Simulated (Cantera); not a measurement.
Feed: 1 mol MgO, 0.013 mol HCl, 1.4 mol O2, 0.079 mol H2O, at 1073 K and 19.0 mbar.

Method: chemical equilibrium by Gibbs-energy minimisation in Cantera with the NASA 1993 tables (ideal gas, pure condensed phases). Candidate condensed phases: H2O, Mg, MgCl2, MgO, Mg(OH)2; 22 gas species. Rates play no part.

Base state: O2 0.938, H2O 0.0530, HCl 0.00859, Cl 4.86e-5, Cl2 3.87e-5 (mole fractions); condensed: MgO(s).

**Question.** What changes in the equilibrium state with this change: MgO replaced by Al2O3?

**Answer.** 
| species | before | after |
|---|---|---|
| O2 | 0.938 | 0.938 |
| H2O | 0.0530 | 0.0530 |
| HCl | 0.00859 | 0.00859 |
| Cl2 | 3.87e-5 | 3.87e-5 |
| Cl | 4.86e-5 | 4.86e-5 |
| MgO(s), mol | 1.00 | 0 |
| Al2O3(s), mol | 0 | 1.00 |
Further candidate phases: Al, AlCl3, Al2O3.
